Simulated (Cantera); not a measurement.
A perfectly stirred reactor is fed with NH3 : H2 = 1 : 5.7 (molar parts), at 10.00 Torr; it is held at 1700 K, and followed from long to short residence time.

Detailed kinetics in Cantera: the gas-phase N/H chemistry of the illustrative SiF4/NH3 mechanism in the Surface Chemkin manual (1991). Walls and surfaces, which speed up NH3 decomposition in real reactors, are not modelled.

Task: What does this change do: H2 5.7 to 0.87 parts?

Result: 
| quantity | before | after |
|---|---|---|
| x(NH3) at τ = 4.20 s | 0.140 | 0.476 |
| x(H2) at τ = 4.20 s | 0.856 | 0.505 |
| x(NH) at τ = 4.20 s | 1.24e-6 | 2.11e-6 |
| x(N) at τ = 4.20 s | 9.38e-8 | 1.08e-7 |
| x(N2H2) at τ = 4.20 s | 2.15e-7 | 1.39e-6 |
| x(NH3) at τ = 25.0 ms | 0.149 | 0.535 |
| x(H2) at τ = 25.0 ms | 0.851 | 0.465 |
| x(NH) at τ = 25.0 ms | 7.66e-9 | 1.47e-7 |
| x(N) at τ = 25.0 ms | 4.46e-11 | 1.95e-9 |
| x(N2H2) at τ = 25.0 ms | 8.01e-10 | 7.73e-8 |

Task: What does this change do: pressure from 10.00 Torr to 760 Torr?

Result: 
```tsv
quantity	before	after
x(NH3) at τ = 4.20 s	0.140	0.0899
x(H2) at τ = 4.20 s	0.856	0.884
x(NH) at τ = 4.20 s	1.24e-6	2.35e-7
x(N) at τ = 4.20 s	9.38e-8	9.74e-9
x(N2H2) at τ = 4.20 s	2.15e-7	2.08e-8
x(NH3) at τ = 25.0 ms	0.149	0.148
x(H2) at τ = 25.0 ms	0.851	0.851
x(NH) at τ = 25.0 ms	7.66e-9	3.11e-7
x(N) at τ = 25.0 ms	4.46e-11	1.15e-8
x(N2H2) at τ = 25.0 ms	8.01e-10	4.53e-8
```
